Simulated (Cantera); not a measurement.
An isothermal, constant-pressure homogeneous reactor starts with 52.9 % N2O, 47.1 % N2, at 1200 K and 14.3 Torr.

Detailed kinetics in Cantera: GRI-Mech 3.0 (53 species, 325 reactions). GRI-Mech 3.0 was tuned for natural gas; its chemistry of N2O as a main component is partial and can be far from experiment. Radical loss at walls, strong at low pressure, is not modelled. The mechanism lacks the step 2 NO + O2 → 2 NO2, which can matter for NO2 below about 1400 K. The temperature is held fixed by assumption; the heat of reaction is taken as removed at once.

Question: Predict: x(N2O) at 7.00 s; x(N2) at 7.00 s; x(NO2) at 7.00 s; x(O2) at 7.00 s; x(O) at 7.00 s.

Answer: 
| Quantity | Result |
|---|---|
| x(N2O) at 7.00 s | 0.477 (gas-phase equilibrium 1.90e-9) |
| x(N2) at 7.00 s | 0.500 (gas-phase equilibrium 0.791) |
| x(NO2) at 7.00 s | 8.58e-7 (gas-phase equilibrium 4.55e-7) |
| x(O2) at 7.00 s | 0.0183 (gas-phase equilibrium 0.209) |
| x(O) at 7.00 s | 1.83e-6 (gas-phase equilibrium 8.37e-8) |
